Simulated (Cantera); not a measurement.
A Cantera script and what it prints.

```python
import numpy as np
import cantera as ct

gas_names = """
    F F2 H HF H2 H2F2 H3F3 H4F4 H5F5 H6F6 H7F7 N NF NF2 NF3 NH NH2 NH3 N2 N2H2 N2H4 Si SiF SiF2 SiF3
    SiF4 SiH SiHF3 SiH2 SiH2F2 SiH3 SiH3F SiH4 SiN Si2 Si2N Si3
""".split()
cond_names = """
    Si(cr) Si(L) Si3N4(a)
""".split()


# ... load() reads the species with a 1 bar reference pressure and builds the phases ...
atoms = {
    'SiF4': {'Si': 1, 'F': 4},
    'NH3': {'N': 1, 'H': 3},
    'H2': {'H': 2},
}
top_T = {'Si3N4(a)': 2400}  # K; cautious upper limits of use, not melting points


# ... equilibrate(T, P, feed) seeds the gas with the atoms and calls Mixture.equilibrate('TP', solver="vcs", rtol=1e-11, max_steps=5000) ...
results = []
feed = {'SiF4': 1, 'NH3': 2.3, 'H2': 0.61}  # mol
for P in [5, 21, 85, 350, 1400, 5900, 24000, 100000]:
    for T in [1125, 1175, 1225, 1275, 1325, 1375, 1425, 1475, 1525, 1575]:
        mix = equilibrate(T, P, feed)
        results.append((T, P, feed, dict(zip(mix.species_names, mix.species_moles))))

for T, P, feed, n in results:
    print(f"{T:7g} {P:10.4g}  " + (" + ".join(c for c in cond_names if n.get(c, 0) > 1e-12) or "gas only"))
```

It prints:

```
   1125          5  gas only
   1175          5  gas only
   1225          5  gas only
   1275          5  gas only
   1325          5  gas only
   1375          5  gas only
   1425          5  gas only
   1475          5  gas only
   1525          5  gas only
   1575          5  gas only
   1125         21  Si3N4(a)
   1175         21  gas only
   1225         21  gas only
   1275         21  gas only
   1325         21  gas only
   1375         21  gas only
   1425         21  gas only
   1475         21  gas only
   1525         21  gas only
   1575         21  gas only
   1125         85  Si3N4(a)
   1175         85  Si3N4(a)
   1225         85  gas only
   1275         85  gas only
   1325         85  gas only
   1375         85  gas only
   1425         85  gas only
   1475         85  gas only
   1525         85  gas only
   1575         85  gas only
   1125        350  Si3N4(a)
   1175        350  Si3N4(a)
   1225        350  Si3N4(a)
   1275        350  gas only
   1325        350  gas only
   1375        350  gas only
   1425        350  gas only
   1475        350  gas only
   1525        350  gas only
   1575        350  gas only
   1125       1400  Si3N4(a)
   1175       1400  Si3N4(a)
   1225       1400  Si3N4(a)
   1275       1400  gas only
   1325       1400  gas only
   1375       1400  gas only
   1425       1400  gas only
   1475       1400  gas only
   1525       1400  gas only
   1575       1400  gas only
   1125       5900  Si3N4(a)
   1175       5900  Si3N4(a)
   1225       5900  Si3N4(a)
   1275       5900  Si3N4(a)
   1325       5900  gas only
   1375       5900  gas only
   1425       5900  gas only
   1475       5900  gas only
   1525       5900  gas only
   1575       5900  gas only
   1125    2.4e+04  Si3N4(a)
   1175    2.4e+04  Si3N4(a)
   1225    2.4e+04  Si3N4(a)
   1275    2.4e+04  Si3N4(a)
   1325    2.4e+04  gas only
   1375    2.4e+04  gas only
   1425    2.4e+04  gas only
   1475    2.4e+04  gas only
   1525    2.4e+04  gas only
   1575    2.4e+04  gas only
   1125      1e+05  Si3N4(a)
   1175      1e+05  Si3N4(a)
   1225      1e+05  Si3N4(a)
   1275      1e+05  gas only
   1325      1e+05  gas only
   1375      1e+05  gas only
   1425      1e+05  gas only
   1475      1e+05  gas only
   1525      1e+05  gas only
   1575      1e+05  gas only
```

Equilibrium computed with Cantera from the NASA thermochemical tables; the gas is ideal and each condensed phase is pure. The tables' values for SiF2, SiF3 are old estimates.
